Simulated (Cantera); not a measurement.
Input (Python, Cantera) and output of one run.

```python
import numpy as np
import cantera as ct

gas_names = """
    B BCL BCL2 BCL3 BH BH2 BH3 BN B2 CL CL2 H HCL H2 N NH NH2 NH3 N2 N2H2 N2H4
""".split()
cond_names = """
    B(b) B(L) BN(s) NH4CL(a) NH4CL(b)
""".split()


def load(file, names, dense=False):
    # The tables refer to 1 bar. Condensed volumes are neglected.
    table = {s.name: s for s in ct.Species.list_from_file(file)}
    out = []
    for n in names:
        d = dict(table[n].input_data)
        d["thermo"] = dict(d["thermo"], **{"reference-pressure": 1e5})
        if dense:
            d["equation-of-state"] = {"model": "constant-volume", "density": "1e6 g/cm^3"}
        out.append(ct.Species.from_dict(d))
    return out


gas = ct.Solution(thermo="ideal-gas", species=load("nasa_gas.yaml", gas_names))
cond = {s.name: ct.Solution(thermo="fixed-stoichiometry", species=[s], name=s.name)
        for s in load("nasa_condensed.yaml", cond_names, dense=True)}
atoms = {
    'BCl3': {'B': 1, 'CL': 3},
    'H2': {'H': 2},
    'N2': {'N': 2},
}
top_T = {'BN(s)': 3200}  # K; cautious upper limits of use, not melting points


def equilibrate(T, P, feed):
    n = {}
    for name, mol in feed.items():
        for a, k in atoms[name].items():
            n[a] = n.get(a, 0.0) + k * mol
    gas.TPX = T, P, n
    mass = sum(n.values()) * gas.mean_molecular_weight
    gas.equilibrate("TP")
    valid = [c for c in cond.values() if c.min_temp <= T <= top_T.get(c.name, c.max_temp)]
    mix = ct.Mixture([(gas, mass / gas.mean_molecular_weight)] + [(c, 0.0) for c in valid])
    mix.T, mix.P = T, P
    mix.equilibrate("TP", solver="vcs", rtol=1e-11, max_steps=5000)
    return mix


results = []
feed = {'BCl3': 1, 'H2': 31, 'N2': 3.2}  # mol
T = 998  # K
P = 57000  # Pa
mix = equilibrate(T, P, feed)
results.append((T, P, feed, dict(zip(mix.species_names, mix.species_moles))))
x = sorted(zip(gas.X, gas.species_names), reverse=True)
print(f"T = {T:g} K  P = {P:g} Pa  gas = {mix.phase_moles(0):.4g} mol")
print("   x: " + "  ".join(f"{s} {v:.3e}" for v, s in x if v > 1e-06))
print("   condensed (mol): " + ("  ".join(f"{mix.phase(i).name} {mix.phase_moles(i):.4g}"
      for i in range(1, mix.n_phases) if mix.phase_moles(i) > 1e-12) or "none"))
```

Output:

```
T = 998 K  P = 57000 Pa  gas = 35.2 mol
   x: H2 8.380e-01  HCL 8.523e-02  N2 7.667e-02  NH3 7.143e-05
   condensed (mol): BN(s) 1
```

Method: chemical equilibrium by Gibbs-energy minimisation in Cantera with the NASA 1993 tables (ideal gas, pure condensed phases). N2 is the only nitrogen source here; it is nearly inert below about 1500 K, so the nitride shown seldom forms there in practice.
